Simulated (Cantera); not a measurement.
Charge: 1 mol SiC, 0.012 mol N2O, 12 mol H2, held at 1300 °C and 101000 Pa.

Equilibrium computed with Cantera from the NASA thermochemical tables; the gas is ideal and each condensed phase is pure. Candidate condensed phases: C, C6H6, C7H8, C8H18, H2O, Si, SiC, SiO2, Si2N2O, Si3N4; 151 gas species. Mutual solubility and eutectic melting of coexisting phases are not modelled. Equilibrium is a limit: real reactors are often held back by kinetics, nucleation or transport.

Base state: H2 0.998, N2 0.000555, CO 0.000524, CH4 0.000378, H 4.04e-5, SiO 3.29e-5 (mole fractions); condensed: SiC(s) + Si2N2O(s).

### Question
What changes in the equilibrium state with this change: SiC replaced by Si3N4?

### Answer
```tsv
species	before	after
H2	0.998	0.999
N2	0.000555	0.00133
H	4.04e-5	4.04e-5
CO	0.000524	0
CH4	0.000378	0
SiO	3.29e-5	2.40e-6
SiC(s), mol	0.989	0
Si2N2O(s), mol	0.00528	0.0120
Si3N4(s), mol	0	0.992
```
